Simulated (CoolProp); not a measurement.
Vapour-liquid equilibrium of cyclohexane (1) + n-heptane (2) at 407.3 K; x and y are mole fractions of (1).

Values from CoolProp's multi-fluid Helmholtz-energy mixture model, Zhou 2014 and Span 2003; pair parameters Bell 2016.

| x | bubble pressure (MPa) | y at the bubble point | dew pressure at overall composition x (MPa) | liquid density (mol/L) |
|---|---|---|---|---|
| 0.05 | 0.2675 | 0.072 | 0.2653 | 5.851 |
| 0.125 | 0.2781 | 0.174 | 0.2729 | 5.973 |
| 0.2 | 0.2888 | 0.270 | 0.2809 | 6.101 |
| 0.275 | 0.2994 | 0.359 | 0.2894 | 6.233 |
| 0.35 | (withheld) | 0.442 | (withheld) | 6.371 |
| 0.425 | 0.3204 | 0.520 | 0.3077 | (withheld) |
| 0.5 | 0.3308 | 0.593 | 0.3177 | 6.666 |
| 0.575 | 0.3411 | 0.663 | 0.3281 | (withheld) |
| 0.65 | 0.3512 | 0.729 | 0.3391 | 6.988 |
| 0.725 | 0.3613 | 0.791 | 0.3507 | 7.160 |
| 0.8 | 0.3712 | 0.851 | 0.3627 | 7.341 |
| 0.875 | 0.3811 | 0.908 | 0.3753 | (withheld) |
| 0.95 | 0.3908 | 0.964 | 0.3883 | 7.730 |

Q: Complete the blanks.

A: 
- 0.35, bubble pressure (MPa): 0.3099
- 0.35, dew pressure at overall composition x (MPa): 0.2983
- 0.425, liquid density (mol/L): 6.515
- 0.575, liquid density (mol/L): 6.823
- 0.875, liquid density (mol/L): 7.531

No azeotrope shows between x = 0.05 and 0.95.

The pair parameters rest on a limited set of measurements; away from them the model extrapolates.
